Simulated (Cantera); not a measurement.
An adiabatic, constant-pressure homogeneous reactor starts with CH₄ : O₂ : N₂ = 1 : 1 : 3.76 (molar parts), equivalence ratio 2.0, at 1350 K and 540000 Pa. Integrator tolerance rtol = 1e-08.

Computed with Cantera and GRI-Mech 3.0 (53 species, 325 reactions).

Q: What does this change do: initial temperature 1350 to 1025 K?

A: 
| quantity | before | after |
|---|---|---|
| time of steepest temperature rise | 2.22 ms | 0.161 s |
| temperature at 0.200 s | 2414 K | 2132 K |
| equilibrium temperature | 2414 K | 2132 K |
| x(CH₄) at 0.200 s | 5.91e-10 (gas-phase equilibrium 6.67e-10) | 2.65e-9 (gas-phase equilibrium 2.94e-9) |
| x(O₂) at 0.200 s | 1.75e-6 (gas-phase equilibrium 1.75e-6) | 5.96e-8 (gas-phase equilibrium 5.97e-8) |
| x(C₂H) at 0.200 s | <1e-12 (gas-phase equilibrium <1e-12) | <1e-12 (gas-phase equilibrium <1e-12) |
| x(H) at 0.200 s | 0.00298 (gas-phase equilibrium 0.00298) | 0.000670 (gas-phase equilibrium 0.000671) |
| x(H₂O) at 0.200 s | 0.130 (gas-phase equilibrium 0.130) | 0.128 (gas-phase equilibrium 0.128) |
